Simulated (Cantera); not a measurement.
Charge: 1 mol FeS2, 2 mol H2S, 0.69 mol N2, equilibrated at 1000 Pa.

These are equilibrium values from Cantera (NASA tables, ideal gas, pure condensed phases), not measurements of a reactor. Candidate condensed phases: Fe, FeS, FeS2, S; 16 gas species. FeS: taken at fixed stoichiometry. Gases not in the tables: S3 to S7. Kinetics and transport are ignored.

log p: log10 of the partial pressure in bar; n: condensed amount in mol.

| T (K) | log p H2S | log p H2 | log p S2 | log p N2 | log p SH | n FeS2(s) | n FeS(s) | n FeS(l) |
|---|---|---|---|---|---|---|---|---|
| 775 | -2.15 | -3.66 | -3.96 | -2.60 | -8.03 | 1.00 | 0 | 0 |
| 875 | -2.22 | -3.64 | -2.78 | -2.67 | ? | 0 | 1.00 | 0 |
| 975 | -2.27 | -3.16 | -2.73 | -2.68 | -6.13 | 0 | 1.00 | 0 |
| 1075 | -2.36 | -2.84 | -2.66 | -2.70 | -5.56 | 0 | 1.00 | 0 |
| 1175 | -2.50 | -2.63 | -2.59 | -2.72 | -5.12 | 0 | 1.00 | 0 |
| 1275 | -2.66 | -2.51 | -2.54 | -2.74 | -4.77 | 0 | 1.00 | 0 |
| 1375 | -2.84 | -2.44 | -2.51 | -2.75 | -4.50 | 0 | 1.00 | 0 |
| 1475 | ? | -2.39 | -2.49 | -2.76 | ? | 0 | 0 | 1.000 |
| 1575 | -3.20 | -2.37 | -2.48 | -2.77 | -4.09 | 0 | 0 | 1.000 |
| 1675 | -3.36 | -2.36 | -2.47 | -2.77 | -3.94 | 0 | 0 | 1.000 |

Question: Fill in the missing entries.

Answer: 
- 1475, log p H2S: -3.03
- 1475, log p SH: -4.28
- 875, log p SH: -6.85
